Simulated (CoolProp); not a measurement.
Properties of n-dodecane along the isotherm 620 K (Tc = 658.1 K, pc = 18.18 bar, ω = 0.574).

The numbers come from the reference Helmholtz-energy equation of state, Lemmon 2004 in CoolProp. It is a short technical equation, of lower accuracy than the large ones.

```json
[
 {"p (bar)": "6.06", "phase": "gas", "expansivity (1/kK)": "3.353", "Prandtl number": "0.709"},
 {"p (bar)": "12.1", "phase": "liquid", "expansivity (1/kK)": "___", "Prandtl number": "3.20"},
 {"p (bar)": "18.2", "phase": "liquid", "expansivity (1/kK)": "4.249", "Prandtl number": "3.30"},
 {"p (bar)": "24.2", "phase": "liquid", "expansivity (1/kK)": "3.641", "Prandtl number": "3.40"},
 {"p (bar)": "30.3", "phase": "liquid", "expansivity (1/kK)": "3.231", "Prandtl number": "3.49"},
 {"p (bar)": "36.4", "phase": "liquid", "expansivity (1/kK)": "___", "Prandtl number": "3.58"},
 {"p (bar)": "42.4", "phase": "liquid", "expansivity (1/kK)": "2.712", "Prandtl number": "___"},
 {"p (bar)": "48.5", "phase": "liquid", "expansivity (1/kK)": "2.530", "Prandtl number": "3.73"},
 {"p (bar)": "54.5", "phase": "liquid", "expansivity (1/kK)": "2.384", "Prandtl number": "3.80"},
 {"p (bar)": "60.6", "phase": "liquid", "expansivity (1/kK)": "2.258", "Prandtl number": "3.86"},
 {"p (bar)": "66.6", "phase": "liquid", "expansivity (1/kK)": "2.152", "Prandtl number": "3.92"},
 {"p (bar)": "72.7", "phase": "liquid", "expansivity (1/kK)": "2.059", "Prandtl number": "3.98"},
 {"p (bar)": "78.8", "phase": "liquid", "expansivity (1/kK)": "1.977", "Prandtl number": "4.04"},
 {"p (bar)": "84.8", "phase": "liquid", "expansivity (1/kK)": "___", "Prandtl number": "4.09"},
 {"p (bar)": "90.9", "phase": "liquid", "expansivity (1/kK)": "1.839", "Prandtl number": "4.14"}
]
```

### Question
What belongs in the gaps?

### Answer

- 12.1, expansivity (1/kK): 5.350
- 36.4, expansivity (1/kK): 2.935
- 42.4, Prandtl number: 3.65
- 84.8, expansivity (1/kK): 1.905

Viscosity comes from a separate model (Huber 2004). Thermal conductivity comes from a separate model (Huber 2004).
